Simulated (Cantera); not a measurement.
A closed system holds: 1 mol c-C4F8, 0.1 mol CH4, 0.15 mol F2, held at 2950 °C and 1700 Pa.

Equilibrium computed with Cantera from the NASA thermochemical tables; the gas is ideal and each condensed phase is pure. Candidate condensed phases: C, C6H6, C7H8, C8H18; 95 gas species. The feed counts by its element totals alone. Equilibrium is a limit: real reactors are often held back by kinetics, nucleation or transport.

Base state: F 0.717, CF 0.103, C3 0.0895, HF 0.0402, C 0.0175, CF2 0.0154, C2 0.0117, H 0.00266 (mole fractions); condensed: gas only.

**Question.** What changes in the equilibrium state with this change: c-C4F8 replaced by CH3Cl?

**Answer.** 
```
species            before     after
----------------  -------  --------
H                 0.00266     0.549
Cl                      0     0.196
C3                 0.0895    0.0620
F                   0.717   0.00535
HCl                     0    0.0304
H2                1.35e-6    0.0573
CF2                0.0154   7.59e-7
CF                  0.103  0.000683
HF                 0.0402    0.0620
C2                 0.0117   0.00916
C                  0.0175    0.0154
C2HCl                   0   5.06e-5
C2H2 (acetylene)  1.01e-7   0.00336
```
The tables' values for CCl are old estimates; treat these amounts as uncertain.

**Question.** What changes in the equilibrium state with this change: c-C4F8 replaced by CH2F2?

**Answer.** 
| species | before | after |
|---|---|---|
| HF | 0.0402 | 0.534 |
| H | 0.00266 | 0.178 |
| F | 0.717 | 0.142 |
| CF2 | 0.0154 | 0.000596 |
| CF | 0.103 | 0.0202 |
| C3 | 0.0895 | 0.0850 |
| C2 | 0.0117 | 0.0113 |
| C | 0.0175 | 0.0172 |
| H2 | 1.35e-6 | 0.00602 |
| C2H2 (acetylene) | 1.01e-7 | 0.000436 |
| C4H2 | 3.16e-9 | 1.32e-5 |
